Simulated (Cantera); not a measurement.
NO annealing gas

An isothermal, constant-pressure homogeneous reactor starts with 47.6 % NO, 52.4 % N2, at 1825 K and 2000 Pa.

Computed with Cantera and GRI-Mech 3.0 (53 species, 325 reactions). Radical loss at walls, strong at low pressure, is not modelled.

```
t (s)      x NO    x N2O     x NO2      x O2       x O   x N2
--------  -----  -------  --------  --------  --------  -----
5.00e-6   0.476  6.54e-9    <1e-12    <1e-12   6.55e-9  0.524
1.66e-5   0.476  2.17e-8  3.99e-12  1.03e-12   2.17e-8  0.524
5.51e-5   0.476  7.22e-8  4.47e-11  1.16e-11   7.22e-8  0.524
0.000183  0.476  2.39e-7  4.84e-10  1.26e-10   2.40e-7  0.524
0.000608  0.476  7.93e-7   5.27e-9   1.38e-9   7.94e-7  0.524
0.00202   0.476  2.61e-6   5.62e-8   1.53e-8   2.62e-6  0.524
0.00671   0.476  8.38e-6   5.50e-7   1.72e-7   8.62e-6  0.524
0.0223    0.476  2.50e-5   4.14e-6   2.26e-6   2.82e-5  0.524
0.0740    0.476  5.89e-5   1.47e-5   3.78e-5   7.97e-5  0.524
0.246     0.475  8.22e-5   1.94e-5  0.000325  0.000112  0.524
0.816     0.473  8.23e-5   2.16e-5   0.00140  0.000120  0.525
2.71      0.466  7.83e-5   2.78e-5   0.00505  0.000139  0.529
9.00      0.441  6.68e-5   4.21e-5    0.0176  0.000187  0.541
```
x: mole fraction; the columns are a selection and need not sum to one.

Equilibrium at this temperature and pressure: NO 0.00472, N2O 3.75e-8, NO2 1.68e-6, O2 0.235, O 0.000530, N2 0.759 (gas phase only).
